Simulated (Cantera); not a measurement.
A perfectly stirred reactor is fed with CH4 : O2 : N2 = 1 : 4.35 : 16.3 (molar parts), at 338 Torr; it is adiabatic with a 650 K inlet, and is followed from long to short residence time, starting on the burning branch (τ in s: 0.029, 0.012, 0.0046, 0.0019, 0.00074, 0.0003, 0.00012, 4.8e-05, 1.9e-05).

Cantera simulation using GRI-Mech 3.0 (53 species, 325 reactions); the numbers are that mechanism's predictions, not measurements.

What does this change do: CH4 1 to 1.5 parts?


| quantity | before | after |
|---|---|---|
| blow-out, bracketed by the residence times tried | burning at 0.740 ms, out at 0.300 ms | burning at 0.120 ms, out at 48.0 µs |
| x(CH4) at τ = 29.0 ms | 3.33e-5 | 1.34e-5 |
| x(O2) at τ = 29.0 ms | 0.108 | 0.0611 |
| x(HCN) at τ = 29.0 ms | 2.22e-9 | 3.65e-8 |
| x(H) at τ = 29.0 ms | 0.000129 | 0.000490 |
| x(OH) at τ = 29.0 ms | 0.00193 | 0.00519 |
| x(CH4) at τ = 0.740 ms | 0.000541 | 0.000214 |
| x(O2) at τ = 0.740 ms | 0.113 | 0.0668 |
| x(HCN) at τ = 0.740 ms | 2.26e-8 | 1.14e-7 |
| x(H) at τ = 0.740 ms | 0.00190 | 0.00574 |
| x(OH) at τ = 0.740 ms | 0.00341 | 0.00844 |

What does this change do: N2 16.3 to 23 parts?


```json
[
 {"quantity": "blow-out, bracketed by the residence times tried", "before": "burning at 0.740 ms, out at 0.300 ms", "after": "burning at 1.90 ms, out at 0.740 ms"},
 {"quantity": "x(CH4) at τ = 29.0 ms", "before": "3.33e-5", "after": "7.03e-5"},
 {"quantity": "x(O2) at τ = 29.0 ms", "before": "0.108", "after": "0.0832"},
 {"quantity": "x(HCN) at τ = 29.0 ms", "before": "2.22e-9", "after": "1.51e-9"},
 {"quantity": "x(H) at τ = 29.0 ms", "before": "0.000129", "after": "9.54e-5"},
 {"quantity": "x(OH) at τ = 29.0 ms", "before": "0.00193", "after": "0.000858"},
 {"quantity": "x(CH4) at τ = 0.740 ms", "before": "0.000541", "after": "0.0353"},
 {"quantity": "x(O2) at τ = 0.740 ms", "before": "0.113", "after": "0.153"},
 {"quantity": "x(HCN) at τ = 0.740 ms", "before": "2.26e-8", "after": "<1e-12"},
 {"quantity": "x(H) at τ = 0.740 ms", "before": "0.00190", "after": "<1e-12"},
 {"quantity": "x(OH) at τ = 0.740 ms", "before": "0.00341", "after": "<1e-12"}
]
```
